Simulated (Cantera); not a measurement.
A perfectly stirred reactor is fed with 21.7 % C2H4, 78.3 % H2, at 0.550 bar; it is held at 1800 K, and followed from long to short residence time.

Computed with Cantera and GRI-Mech 3.0 (53 species, 325 reactions). GRI-Mech 3.0 was tuned for natural gas; its chemistry of ethylene as a main component is partial and can be far from experiment. GRI-Mech 3.0 stops at C3 and has no aromatics, soot or wall deposition, so with more carbon than oxygen in the feed, carbon stays in small species such as C2H2 where larger ones or solid carbon would form.

### Question
Predict: x(C2H4) at τ = 3.70 s; x(H2) at τ = 3.70 s; x(H) at τ = 3.70 s; x(CH3) at τ = 3.70 s; x(C2H6) at τ = 3.70 s; x(C2H4) at τ = 11.0 ms; x(H2) at τ = 11.0 ms; x(H) at τ = 11.0 ms; x(CH3) at τ = 11.0 ms; x(C2H6) at τ = 11.0 ms.

### Answer
x(C2H4) at τ = 3.70 s: 0.00182
x(H2) at τ = 3.70 s: 0.814
x(H) at τ = 3.70 s: 0.000439
x(CH3) at τ = 3.70 s: 0.000104
x(C2H6) at τ = 3.70 s: 1.03e-6
x(C2H4) at τ = 11.0 ms: 0.00658
x(H2) at τ = 11.0 ms: 0.819
x(H) at τ = 11.0 ms: 0.000297
x(CH3) at τ = 11.0 ms: 1.32e-5
x(C2H6) at τ = 11.0 ms: 1.30e-6
